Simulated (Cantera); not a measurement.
What does this Cantera script print?

```python
import numpy as np
import cantera as ct

gas_names = [...]  # 91 gases of nasa_gas.yaml made of C, Cl, H
cond_names = """
    C(gr) C6H6(L) C7H8(L) C8H18(L),n-octa
""".split()


# ... load() reads the species with a 1 bar reference pressure and builds the phases ...
atoms = {
    'CH3Cl': {'C': 1, 'H': 3, 'CL': 1},
    'CH4': {'C': 1, 'H': 4},
}
top_T = {'C(gr)': 4500}  # K; cautious upper limits of use, not melting points


# ... equilibrate(T, P, feed) seeds the gas with the atoms and calls Mixture.equilibrate('TP', solver="vcs", rtol=1e-11, max_steps=5000) ...
results = []
feed = {'CH3Cl': 1, 'CH4': 0.13}  # mol
T = 1275  # K
P = 10000  # Pa
mix = equilibrate(T, P, feed)
results.append((T, P, feed, dict(zip(mix.species_names, mix.species_moles))))
print(gas.report(threshold=1e-05))
for i in range(1, mix.n_phases):
    print(f"{mix.phase(i).name:16s} {mix.phase_moles(i):12.5e} mol")
```

Output:

```
       temperature   1275 K
          pressure   10000 Pa
           density   0.016286 kg/m^3
  mean mol. weight   17.264 kg/kmol
   phase of matter   gas

                          1 kg             1 kmol
                     ---------------   ---------------
          enthalpy       -6.5804e+05       -1.1361e+07  J
   internal energy       -1.2721e+06       -2.1961e+07  J
           entropy             12967        2.2386e+05  J/K
    Gibbs function       -1.7191e+07       -2.9679e+08  J
 heat capacity c_p              1863             32164  J/K
 heat capacity c_v            1381.4             23850  J/K

                      mass frac. Y      mole frac. X     chem. pot. / RT
                     ---------------   ---------------   ---------------
               CH4        0.00026731        0.00028766           -43.961
               HCL           0.93467            0.4426           -36.754
                H2          0.065055           0.55711            -21.03
     [  +88 minor]        3.0809e-06        3.2451e-06

C(gr)             1.12935e+00 mol
```

These are equilibrium values from Cantera (NASA tables, ideal gas, pure condensed phases), not measurements of a reactor.
